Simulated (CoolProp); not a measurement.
Vapour-liquid equilibrium of ethane (1) + propylene (2) at 277 K; x and y are mole fractions of (1).

Computed with CoolProp (multi-fluid Helmholtz-energy mixture model, Bücker 2006 and Lemmon 2013; pair parameters Bell 2016).

Give the bubble pressure and the first vapour's composition at x = 0.125, 0.275, 0.725. Is there an azeotrope?

x = 0.125: 0.8791 MPa, y = 0.314; x = 0.275: 1.148 MPa, y = 0.535; x = 0.725: 2.000 MPa, y = 0.870. No azeotrope shows between x = 0.05 and 0.95.

Pair parameters are fitted to limited data, so mixtures are less certain than the pure fluids.
